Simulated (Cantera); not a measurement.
## Moist CO burnout

An isothermal, constant-pressure homogeneous reactor starts with 0.0987 % CO, 0.513 % O2, 0.701 % H2O, 98.7 % N2, equivalence ratio 0.096, at 900 K and 1.00 atm.

Model: GRI-Mech 3.0 (53 species, 325 reactions), integrated in Cantera.

```
t (s)         x CO     x O2    x H2O     x HO2    x H2O2
--------  --------  -------  -------  --------  --------
1.00e-6   0.000987  0.00513  0.00701    <1e-12    <1e-12
1.00e-5   0.000987  0.00513  0.00701    <1e-12    <1e-12
0.000100  0.000987  0.00513  0.00701    <1e-12    <1e-12
0.00100   0.000987  0.00513  0.00701    <1e-12    <1e-12
0.0100    0.000987  0.00513  0.00701  2.85e-12    <1e-12
0.100     0.000987  0.00513  0.00701  1.12e-10    <1e-12
1.00      0.000987  0.00513  0.00701   5.62e-9  2.56e-11
10.0      0.000892  0.00509  0.00700   4.54e-7   2.43e-7
100       0.000256  0.00477  0.00701   2.47e-7   7.30e-8
```
x: mole fraction; the columns are a selection and need not sum to one.

Equilibrium at this temperature and pressure: CO <1e-12, O2 0.00464, H2O 0.00701, HO2 2.40e-12, H2O2 <1e-12 (gas phase only).
